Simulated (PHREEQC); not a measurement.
1 kg of water holding 0.31 mol NaCl, 0.0051 mol NaOH and 0.0086 mol Na2SO4 is evaporated at 25 °C; the solids stay in contact with the brine. CO2 from the air is kept out. The run lets Halite, Mirabilite, Thenardite precipitate or redissolve, and no other solid.

All values are PHREEQC results (Pitzer model, pitzer.dat), not measurements.

```
water left (kg)  ionic strength  water activity  Halite (mol)  Thenardite (mol)  S in solution (mol/kgw)  Na in solution (mol/kgw)  Cl in solution (mol/kgw)
---------------  --------------  --------------  ------------  ----------------  -----------------------  ------------------------  ------------------------
1                         0.341           0.989             0                 0                  0.00860                     0.332                     0.310
0.8219                    0.415           0.987             0                 0                   0.0105                     0.404                     0.377
0.5552                    0.614           0.981             0                 0                   0.0155                     0.599                     0.558
0.4563                    0.747           0.977             0                 0                   0.0188                     0.728                     0.679
0.3082                     1.11           0.965             0                 0                   0.0279                      1.08                      1.01
0.2533                     1.35           0.957             0                 0                   0.0339                      1.31                      1.22
0.1711                     1.99           0.936             0                 0                   0.0503                      1.94                      1.81
0.1407                     2.42             [?]             0                 0                   0.0611                      2.36                      2.20
0.1156                     2.95           0.901             0                 0                   0.0744                      2.87                      2.68
0.07809                    4.37           0.845             0                 0                    0.110                      4.26                      3.97
0.06418                    5.31           0.805             0                 0                    0.134                      5.18                      4.83
0.04335                    6.61           0.749        0.0543                 0                    0.198                      6.41                      5.90
0.03564                    6.71           0.748         0.102                 0                    0.241                       [?]                      5.85
0.0293                     6.84           0.746         0.140                 0                    0.294                      6.55                      5.79
0.01979                    7.18           0.743         0.199                 0                    0.435                      6.75                      5.62
0.01627                    7.41           0.741         0.220                 0                    0.528                      6.88                      5.51
0.01099                    7.75           0.737         0.251           0.00147                    0.649                      7.10                      5.34
0.00903                    7.77           0.735           [?]           0.00283                    0.639                      7.13                      5.29
0.006093                   7.85           0.731         0.278           0.00488                    0.611                      7.24                      5.18
0.005012                   7.90           0.728         0.284           0.00563                    0.593                      7.30                      5.10
```

Some entries are withheld; supply them.


- 0.1407, water activity: 0.920
- 0.03564, Na in solution (mol/kgw): 6.47
- 0.00903, Halite (mol): 0.262

Species that the database lacks are ignored.
